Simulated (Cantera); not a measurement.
**Adiabatic ignition**

An adiabatic, constant-pressure homogeneous reactor starts with 11.5 % CO, 6.42 % H₂, 1.15 % CH₄, 8.64 % O₂, 67.4 % N₂, 4.93 % H₂O, equivalence ratio 1.3, at 1823 K and 1.20 bar.

Cantera simulation using GRI-Mech 3.0 (53 species, 325 reactions); the numbers are that mechanism's predictions, not measurements.

```csv
t (s),T (K),x CO,x H₂,x CH₄,x CH₃,x N₂O,x CH₂O,x H₂O
3.00e-6,1823,0.115,0.0642,0.0114,1.62e-5,5.58e-11,1.84e-7,0.0493
7.15e-6,1823,0.115,0.0636,0.0111,0.000305,6.21e-10,1.23e-5,0.0499
1.70e-5,2013,0.108,0.0201,6.63e-7,3.32e-7,8.80e-8,1.62e-7,0.0959
4.05e-5,2176,0.0755,0.0246,<1e-12,<1e-12,8.99e-8,5.32e-10,0.0892
9.65e-5,2354,0.0730,0.0223,<1e-12,<1e-12,1.07e-7,4.97e-10,0.0989
0.000230,2530,0.0682,0.0190,<1e-12,<1e-12,1.59e-7,4.72e-10,0.109
0.000548,2648,0.0633,0.0164,<1e-12,<1e-12,2.42e-7,4.63e-10,0.117
0.00130,2674,0.0620,0.0158,<1e-12,<1e-12,2.74e-7,4.71e-10,0.118
0.00311,2670,0.0623,0.0160,<1e-12,<1e-12,2.87e-7,4.79e-10,0.118
0.00740,2666,0.0626,0.0161,<1e-12,<1e-12,3.03e-7,4.85e-10,0.118
0.0176,2665,0.0626,0.0161,<1e-12,<1e-12,3.06e-7,4.86e-10,0.118
0.0420,2665,0.0626,0.0161,<1e-12,<1e-12,3.06e-7,4.86e-10,0.118
0.100,2665,0.0626,0.0161,<1e-12,<1e-12,3.06e-7,4.86e-10,0.118
```
x: mole fraction; the columns are a selection and need not sum to one.

```yaml
time_of_steepest_temperature_rise: 13.4 µs
temperature at 0.100 s: 2665 K
equilibrium_temperature: 2665 K
x(CO) at 0.100 s: 0.0626 (gas-phase equilibrium 0.0626)
x(H₂) at 0.100 s: 0.0161 (gas-phase equilibrium 0.0161)
x(CH₄) at 0.100 s: <1e-12 (gas-phase equilibrium <1e-12)
```
